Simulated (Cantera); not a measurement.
Input: 1 mol Si2Cl6, 51 mol H2, equilibrated at 1423.15 K and 1.40 bar.

Equilibrium computed with Cantera from the NASA thermochemical tables; the gas is ideal and each condensed phase is pure. Candidate condensed phases: Si; 19 gas species. The feed counts by its element totals alone. The tables' values for SiCl3 are old estimates; treat these amounts as uncertain. Rates play no part.

Base state: H2 0.923, HCl 0.0556, SiCl2 0.0101, SiHCl3 0.00426, SiCl4 0.00330, SiCl3 0.00290, SiH2Cl2 0.000837, SiH3Cl 4.76e-5 (mole fractions); condensed: Si(s).

Task: What changes in the equilibrium state with this change: 1.3 mol O2 added?

Result: 
```json
[
 {"species": "H2", "before": "0.923", "after": "0.912"},
 {"species": "HCl", "before": "0.0556", "after": "0.0752"},
 {"species": "SiCl2", "before": "0.0101", "after": "0.00491"},
 {"species": "SiO", "before": "0", "after": "4.33e-5"},
 {"species": "SiH3Cl", "before": "4.76e-5", "after": "1.67e-5"},
 {"species": "SiH2Cl2", "before": "0.000837", "after": "0.000403"},
 {"species": "SiHCl3", "before": "0.00426", "after": "0.00280"},
 {"species": "SiCl3", "before": "0.00290", "after": "0.00192"},
 {"species": "Si(s), mol", "before": "0.853", "after": "0"},
 {"species": "SiO2(β-quartz), mol", "before": "0", "after": "1.30"}
]
```
The tables hold silica as quartz up to 1696 K and as liquid above; real silica turns to tridymite and cristobalite and melts near 1996 K. Further candidate phases: H2O, SiO2.

Task: What changes in the equilibrium state with this change: temperature from 1423.15 K to 1600 K?

Result: 
```
species      before     after
----------  -------  --------
H2            0.923     0.913
HCl          0.0556    0.0665
SiCl2        0.0101    0.0167
H           5.40e-6   4.39e-5
SiCl4       0.00330  0.000520
SiHCl3      0.00426   0.00103
Si(s), mol    0.853     0.896
```
